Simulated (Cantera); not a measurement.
Cantera run, input and output.

```python
import numpy as np
import cantera as ct

gas = ct.Solution("gri30.yaml")
gas.TPX = 400, 50000, {'C3H8': 1, 'O2': 4.55, 'N2': 17.1}
flame = ct.FreeFlame(gas, width=0.065)
flame.set_refine_criteria(ratio=3, slope=0.08, curve=0.16)
flame.transport_model = "mixture-averaged"
flame.solve(loglevel=0, auto=True)
z, T = flame.grid, flame.T
thick = (T[-1] - T[0]) / np.gradient(T, z).max()
show = ['C3H8', 'O2', 'NO', 'C2H6', 'CH2', 'CH3']
print(f"laminar burning velocity  {flame.velocity[0] * 100:.3f} cm/s")
print(f"burnt temperature         {T[-1]:.1f} K")
print(f"thermal thickness         {thick * 1e3:.4f} mm")
print(f"grid points               {len(z)}")
z0 = z[flame.heat_release_rate.argmax()]
print(f"{'z/mm':>9s}{'T/K':>9s}{'u/(m/s)':>9s}" + "".join(f"{s:>11s}" for s in show))
rows = []
for k in (-3, -2, -1.5, -1, -0.5, -0.25, 0, 0.25, 0.5, 1, 2, 4, 8):
    zz = z0 + k * thick
    rows.append([k * thick, np.interp(zz, z, T), np.interp(zz, z, flame.velocity),
                 *(np.interp(zz, z, flame.X[gas.species_index(s)]) for s in show)])
    print(f"{rows[-1][0] * 1e3:9.3f}{rows[-1][1]:9.1f}{rows[-1][2]:9.3f}" + "".join(f"{x:11.3e}" for x in rows[-1][3:]))
```

Output:

```
laminar burning velocity  91.013 cm/s
burnt temperature         2302.6 K
thermal thickness         0.5439 mm
grid points               156
     z/mm      T/K  u/(m/s)       C3H8         O2         NO       C2H6        CH2        CH3
   -1.632    400.0    0.911  4.412e-02  2.007e-01  6.779e-11  9.968e-09  6.532e-21  1.168e-09
   -1.088    400.6    0.914  4.405e-02  2.003e-01  1.073e-09  2.503e-07  1.681e-17  1.618e-08
   -0.816    404.6    0.925  4.393e-02  1.995e-01  8.823e-09  3.304e-06  2.029e-14  1.282e-07
   -0.544    440.8    1.016  4.347e-02  1.954e-01  9.233e-08  5.391e-05  2.932e-11  2.222e-06
   -0.272    806.4    1.916  3.424e-02  1.615e-01  1.500e-06  1.286e-03  2.419e-07  3.615e-04
   -0.136   1245.0    3.064  1.336e-02  1.164e-01  3.957e-06  1.854e-03  1.253e-05  2.517e-03
    0.000   1659.5    4.191  5.657e-04  6.652e-02  8.564e-06  2.403e-04  7.467e-05  2.146e-03
    0.136   1847.1    4.684  1.004e-06  3.655e-02  1.529e-05  2.201e-06  3.835e-05  2.999e-04
    0.272   1896.3    4.795  2.536e-10  2.406e-02  2.060e-05  4.572e-09  3.830e-06  2.181e-05
    0.544   1932.5    4.856  8.913e-17  1.693e-02  2.540e-05  7.307e-14  1.168e-08  8.411e-08
    1.088   1974.6    4.936  3.592e-23  1.410e-02  2.969e-05  2.220e-18  4.144e-12  3.768e-11
    2.176   2029.1    5.053  1.499e-30  1.225e-02  3.632e-05  6.642e-24  7.442e-16  5.372e-15
    4.351   2097.1    5.198 -1.136e-39  1.009e-02  4.807e-05  4.463e-29  4.997e-16  2.813e-15
```

Detailed kinetics in Cantera: GRI-Mech 3.0 (53 species, 325 reactions). GRI-Mech 3.0 was tuned for natural gas; its chemistry of propane as a main component is partial and can be far from experiment. Burning velocities carry a grid error of a few per cent, more on coarse grids.
